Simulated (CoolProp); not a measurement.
Values from CoolProp's reference Helmholtz-energy equation of state, Gao 2022.

Give the vapour pressure (MPa), liquid density (kg/m³), enthalpy of vaporisation (kJ/kg), vapour Z of saturated n-perfluorobutane at 207.3 K.


```
T (K)  p (MPa)  liquid density (kg/m³)  enthalpy of vaporisation (kJ/kg)  vapour Z
-----  -------  ----------------------  --------------------------------  --------
207.3  0.00279                    1820                               117     0.997
```
